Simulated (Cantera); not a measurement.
Cantera run:

```python
import numpy as np
import cantera as ct

gas_names = """
    H HO2 H2 H2O H2O2 O OH O2 O3 Pb PbO Pb2
""".split()
cond_names = """
    H2O(s) H2O(L) Pb(cr) Pb(L) PbO(rd) PbO(yw) PbO(L) PbO2(s) Pb3O4(s)
""".split()


# ... load() reads the species with a 1 bar reference pressure and builds the phases ...
atoms = {
    'Pb': {'Pb': 1},
    'O2': {'O': 2},
    'H2': {'H': 2},
}
top_T = {'Pb3O4(s)': 820}  # K; cautious upper limits of use, not melting points


# ... equilibrate(T, P, feed) seeds the gas with the atoms and calls Mixture.equilibrate('TP', solver="vcs", rtol=1e-11, max_steps=5000) ...
results = []
T = 1600  # K
P = 750  # Pa
for m in [0.36, 0.59, 0.98, 1.6, 2.6, 4.3, 7.1, 12, 19, 32, 52]:
    feed = {'Pb': 1, 'O2': 0.51, 'H2': m}  # mol
    mix = equilibrate(T, P, feed)
    results.append((T, P, feed, dict(zip(mix.species_names, mix.species_moles))))

top = {s: max(r[3][s] / sum(r[3][g] for g in gas_names) for r in results) for s in gas_names}
cols = sorted((s for s in top if top[s] > 1e-06), key=lambda s: -top[s])[:9]
seen = [c for c in cond_names if any(r[3].get(c, 0) > 1e-12 for r in results)]
print("log10 of partial pressures in bar; condensed amounts in mol")
print(f"{'n(H2)':>10s}" + "".join(f"{s[:9]:>10s}" for s in cols + seen))
for T, P, feed, n in results:
    ng = sum(n[g] for g in gas_names)
    print(f"{feed['H2']:10.4g}" + "".join(f"{np.log10(max(n[s] / ng * P / 1e5, 1e-99)):10.3f}" for s in cols)
          + "".join(f"{n.get(c, 0):10.4g}" for c in seen))
```

Output:

```
log10 of partial pressures in bar; condensed amounts in mol
     n(H2)        H2       H2O        Pb       PbO        O2         H        OH         O       Pb2
      0.36    -6.023    -2.714    -2.658    -2.497    -3.738    -7.276    -5.374    -6.707    -7.219
      0.59    -5.553    -2.559    -2.560    -2.714    -4.369    -7.041    -5.454    -7.023    -7.021
      0.98    -4.326    -2.436    -2.445    -3.704    -6.577    -6.427    -5.945    -8.127    -6.792
       1.6    -2.776    -2.532    -2.541    -5.445    -9.869    -5.653    -6.816    -9.773    -6.983
       2.6    -2.483    -2.673    -2.682    -6.020   -10.737    -5.506    -7.103   -10.207    -7.265
       4.3    -2.334    -2.841    -2.849    -6.505   -11.371    -5.431    -7.346   -10.524    -7.601
       7.1    -2.250    -3.025    -3.034    -6.957   -11.907    -5.390    -7.572   -10.792    -7.969
        12    -2.199    -3.230    -3.239    -7.419   -12.420    -5.364    -7.803   -11.049    -8.380
        19    -2.171    -3.418    -3.426    -7.821   -12.849    -5.350    -8.004   -11.263    -8.754
        32    -2.153    -3.635    -3.644    -8.274   -13.321    -5.341    -8.231   -11.499    -9.189
        52    -2.142    -3.841    -3.849    -8.696   -13.754    -5.336    -8.442   -11.715    -9.601
```

These are equilibrium values from Cantera (NASA tables, ideal gas, pure condensed phases), not measurements of a reactor. Gases not in the tables: (PbO)n polymers.
